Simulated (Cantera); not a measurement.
A Cantera script and what it prints.

```python
import numpy as np
import cantera as ct

gas_names = [...]  # 123 gases of nasa_gas.yaml made of C, H, O, Si
cond_names = """
    C(gr) C6H6(L) C7H8(L) C8H18(L),n-octa H2O(s) H2O(L) Si(cr) Si(L) SiC(b) SiO2(Lqz) SiO2(hqz) SiO2(L)
""".split()


# ... load() reads the species with a 1 bar reference pressure and builds the phases ...
atoms = {
    'Si': {'Si': 1},
    'CO2': {'C': 1, 'O': 2},
    'H2': {'H': 2},
    'H2O': {'H': 2, 'O': 1},
}
top_T = {'C(gr)': 4500, 'SiC(b)': 3050}  # K; cautious upper limits of use, not melting points


# ... equilibrate(T, P, feed) seeds the gas with the atoms and calls Mixture.equilibrate('TP', solver="vcs", rtol=1e-11, max_steps=5000) ...
results = []
feed = {'Si': 1, 'CO2': 0.058, 'H2': 240, 'H2O': 3.8}  # mol
T = 1625  # K
P = 150  # Pa
mix = equilibrate(T, P, feed)
results.append((T, P, feed, dict(zip(mix.species_names, mix.species_moles))))
x = sorted(zip(gas.X, gas.species_names), reverse=True)
print(f"T = {T:g} K  P = {P:g} Pa  gas = {mix.phase_moles(0):.4g} mol")
print("   x: " + "  ".join(f"{s} {v:.3e}" for v, s in x if v > 1e-06))
print("   condensed (mol): " + ("  ".join(f"{mix.phase(i).name} {mix.phase_moles(i):.4g}"
      for i in range(1, mix.n_phases) if mix.phase_moles(i) > 1e-12) or "none"))
```

Output:

```
T = 1625 K  P = 150 Pa  gas = 244.8 mol
   x: H2 9.844e-01  H2O 1.056e-02  SiO 2.972e-03  H 1.807e-03  CO 2.361e-04
   condensed (mol): SiO2(hqz) 0.2724
```

Equilibrium computed with Cantera from the NASA thermochemical tables; the gas is ideal and each condensed phase is pure. The tables hold silica as quartz up to 1696 K and as liquid above; real silica turns to tridymite and cristobalite and melts near 1996 K.
